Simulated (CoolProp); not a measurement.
Vapour-liquid equilibrium of R1234yf (1) + R1234ze(E) (2) at 0.543 MPa; x and y are mole fractions of (1).

Computed with CoolProp (multi-fluid Helmholtz-energy mixture model, Lemmon 2022 and Thol 2016; pair parameters Bell 2022).

| x | bubble temperature, mixture model (°C) | bubble temperature, Raoult's law (°C) | y, mixture model | y, Raoult's law |
|---|---|---|---|---|
| 0.05 | 27.1 | 27.2 | 0.067 | 0.067 |
| 0.125 | 26.1 | 26.4 | 0.161 | 0.163 |
| 0.2 | 25.2 | 25.5 | ? | 0.255 |
| 0.275 | 24.3 | 24.6 | 0.334 | 0.342 |
| 0.35 | 23.5 | 23.8 | ? | 0.425 |
| 0.425 | 22.7 | 22.9 | 0.491 | 0.504 |
| 0.5 | 21.9 | 22.1 | 0.565 | 0.580 |
| 0.575 | 21.1 | 21.3 | 0.637 | 0.651 |
| 0.65 | 20.4 | 20.5 | 0.706 | 0.720 |
| 0.725 | 19.6 | 19.8 | 0.773 | 0.785 |
| 0.8 | 18.9 | 19.0 | ? | 0.847 |
| 0.875 | 18.2 | 18.3 | 0.900 | 0.907 |
| 0.95 | 17.5 | 17.5 | ? | 0.964 |

Q: Some entries are withheld; supply them.

A: 
- 0.2, y, mixture model: 0.250
- 0.35, y, mixture model: 0.414
- 0.8, y, mixture model: 0.838
- 0.95, y, mixture model: 0.961

The largest gap from Raoult's law is -0.3 K in bubble temperature, at x = 0.35. No azeotrope shows between x = 0.05 and 0.95.

The pair parameters rest on a limited set of measurements; away from them the model extrapolates.
